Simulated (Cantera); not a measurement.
Transport properties of process gases

Gas mixture: C2H4 : CO2 : CO = 0.19 : 0.99 : 0.26 (molar parts), at 100.0 Torr, frozen composition.

Cantera's kinetic-theory transport with the Lennard-Jones parameters of GRI-Mech 3.0, ideal gas; thermal conductivity in the mixture-averaged form. The composition is frozen, though it would react at the higher temperatures.

| T (K) | ρ (kg/m³) | cp (J/kg/K) | μ (µPa s) | λ (mW/m/K) | Pr | D (cm²/s) N2 | D (cm²/s) H | D (cm²/s) NH3 |
|---|---|---|---|---|---|---|---|---|
| 400 | 0.156 | 1041 | 19.3 | 27.4 | 0.732 | 2.12 | 13.0 | 2.23 |
| 650 | 0.0962 | 1250 | 28.7 | 48.3 | 0.744 | 4.94 | 30.9 | 5.64 |
| 900 | 0.0695 | 1385 | 36.6 | 67.7 | 0.749 | 8.61 | 54.1 | 10.2 |
| 1150 | 0.0544 | 1479 | 43.5 | 85.4 | 0.754 | 13.0 | 82.0 | 15.7 |
| 1400 | 0.0447 | 1544 | 49.8 | 102 | 0.756 | 18.1 | 114 | 22.2 |
| 1650 | 0.0379 | 1590 | 55.6 | 117 | 0.756 | 23.8 | 150 | 29.4 |
| 1900 | 0.0329 | 1622 | 61.1 | 131 | 0.756 | 30.1 | 190 | 37.4 |
D: mixture-averaged diffusion coefficient of that species in the mixture.
